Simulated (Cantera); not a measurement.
Cantera run:

```python
import numpy as np
import cantera as ct

gas_names = """
    CL CL2 H HCL H2 Si SiCL SiCL2 SiCL3 SiCL4 SiH SiHCL3 SiH2 SiH2CL2 SiH3 SiH3CL SiH4 Si2 Si3
""".split()
cond_names = """
    Si(cr) Si(L)
""".split()


# ... load() reads the species with a 1 bar reference pressure and builds the phases ...
atoms = {
    'SiH4': {'Si': 1, 'H': 4},
    'Cl2': {'CL': 2},
    'H2': {'H': 2},
}
top_T = {}  # K; cautious upper limits of use, not melting points


# ... equilibrate(T, P, feed) seeds the gas with the atoms and calls Mixture.equilibrate('TP', solver="vcs", rtol=1e-11, max_steps=5000) ...
results = []
feed = {'SiH4': 1, 'Cl2': 0.0044, 'H2': 150}  # mol
T = 1700  # K
P = 101325  # Pa
mix = equilibrate(T, P, feed)
results.append((T, P, feed, dict(zip(mix.species_names, mix.species_moles))))
print(gas.report(threshold=0.001))
for i in range(1, mix.n_phases):
    print(f"{mix.phase(i).name:16s} {mix.phase_moles(i):12.5e} mol")
```

Result:

```
       temperature   1700 K
          pressure   1.0133e+05 Pa
           density   0.014469 kg/m^3
  mean mol. weight   2.0183 kg/kmol
   phase of matter   gas

                          1 kg             1 kmol
                     ---------------   ---------------
          enthalpy        2.1262e+07        4.2913e+07  J
   internal energy        1.4259e+07        2.8778e+07  J
           entropy             90621         1.829e+05  J/K
    Gibbs function       -1.3279e+08       -2.6802e+08  J
 heat capacity c_p             16415             33131  J/K
 heat capacity c_v             12296             24817  J/K

                      mass frac. Y      mole frac. X     chem. pot. / RT
                     ---------------   ---------------   ---------------
                H2           0.99862           0.99978           -18.962
     [  +18 minor]         0.0013769         0.0002215

Si(L)             9.97370e-01 mol
```

These are equilibrium values from Cantera (NASA tables, ideal gas, pure condensed phases), not measurements of a reactor. Gases not in the tables: Si2H6 and higher silanes.
